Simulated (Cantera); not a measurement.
# Chlorosilane synthesis and conversion: Si + HCl + H2

Input: 1 mol Si, 1.6 mol HCl, 11 mol H2, at 0.410 bar.

These are equilibrium values from Cantera (NASA tables, ideal gas, pure condensed phases), not measurements of a reactor. Candidate condensed phases: Si; 19 gas species. The tables' values for SiCl3 are old estimates; treat these amounts as uncertain. The numbers say what is thermodynamically allowed, not how fast it happens.

From 302 °C to 1202 °C the condensed part is Si(s). The main Si-bearing gas is SiCl4 at 302 °C and SiCl2 at 1202 °C. The share of Si in condensed phases is highest at 1202 °C (69.8 %) and lowest at 302 °C (54.6 %).

| T (°C) | log p H2 | log p HCl | log p SiCl4 | log p SiCl2 | log p SiHCl3 | log p SiCl3 | n Si(s) |
|---|---|---|---|---|---|---|---|
| 302 | -0.40 | -5.15 | -2.08 | -10.31 | -2.17 | -7.87 | 0.546 |
| 377 | -0.40 | -4.39 | -2.08 | -8.62 | -2.18 | -6.76 | 0.547 |
| 452 | -0.40 | -3.80 | -2.07 | -7.29 | -2.19 | -5.88 | 0.548 |
| 527 | -0.40 | -3.31 | -2.07 | -6.21 | -2.21 | -5.16 | 0.552 |
| 602 | -0.40 | -2.92 | -2.07 | -5.32 | -2.22 | -4.58 | 0.558 |
| 677 | -0.41 | -2.59 | -2.08 | -4.58 | -2.24 | -4.09 | 0.570 |
| 752 | -0.41 | -2.31 | -2.11 | -3.96 | -2.27 | -3.69 | 0.588 |
| 827 | -0.41 | -2.08 | -2.15 | -3.43 | -2.32 | -3.37 | 0.612 |
| 902 | -0.41 | -1.89 | -2.24 | -3.00 | -2.39 | -3.11 | 0.640 |
| 977 | -0.42 | -1.74 | -2.37 | -2.65 | -2.50 | -2.94 | 0.667 |
| 1052 | -0.42 | -1.63 | -2.59 | -2.40 | -2.68 | -2.86 | 0.687 |
| 1127 | -0.43 | -1.56 | -2.90 | -2.22 | -2.91 | -2.87 | 0.696 |
| 1202 | -0.43 | -1.53 | -3.28 | -2.12 | -3.21 | -2.97 | 0.698 |
log p: log10 of the partial pressure in bar; n: condensed amount in mol.
